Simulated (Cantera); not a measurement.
Feed: 1 mol PbF2, 0.21 mol H2, at 1823.15 K and 0.133 bar.

These are equilibrium values from Cantera (NASA tables, ideal gas, pure condensed phases), not measurements of a reactor. Candidate condensed phases: Pb, PbF2; 16 gas species. Kinetics and transport are ignored.

Base state: PbF2 0.420, HF 0.296, Pb 0.141, PbF 0.0997, PbF4 0.0431, F 1.89e-5, Pb2 1.87e-5, H2 1.21e-5 (mole fractions); condensed: gas only.

Task: What changes in the equilibrium state with this change: temperature from 1823.15 K to 750 K?

Result: 
| species | before | after |
|---|---|---|
| HF | 0.296 | 0.686 |
| H2 | 1.21e-5 | 0.314 |
| PbF4 | 0.0431 | 9.42e-7 |
| PbF2 | 0.420 | 8.94e-8 |
| PbF | 0.0997 | <1e-9 |
| Pb | 0.141 | 7.11e-8 |
| F | 1.89e-5 | <1e-9 |
| Pb2 | 1.87e-5 | <1e-9 |
| Pb(l), mol | 0 | 0.110 |
| PbF2(s), mol | 0 | 0.890 |
